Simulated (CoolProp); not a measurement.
Vapour-liquid equilibrium of n-decane (1) + n-dodecane (2) at 51.05 °C; x and y are mole fractions of (1).

Model: multi-fluid Helmholtz-energy mixture model, Lemmon 2006 and Lemmon 2004; pair parameters Bell 2016, in CoolProp.

```csv
x,bubble pressure (kPa),y at the bubble point,dew pressure at overall composition x (kPa),liquid density (mol/L)
0.05,0.1663,0.278,0.1321,4.294
0.15,0.2483,0.568,0.1452,4.356
0.25,0.3319,0.715,0.1612,4.419
0.35,0.4155,0.803,0.1812,4.484
0.45,0.4983,0.861,0.2068,4.551
0.55,0.5797,0.902,0.2410,4.620
0.65,0.6595,0.932,0.2888,4.691
0.75,0.7382,0.956,0.3605,4.765
0.85,0.8164,0.976,0.4800,4.842
0.95,0.8949,0.992,0.7157,4.922
```

No azeotrope shows between x = 0.05 and 0.95.

The pair parameters rest on a limited set of measurements; away from them the model extrapolates.
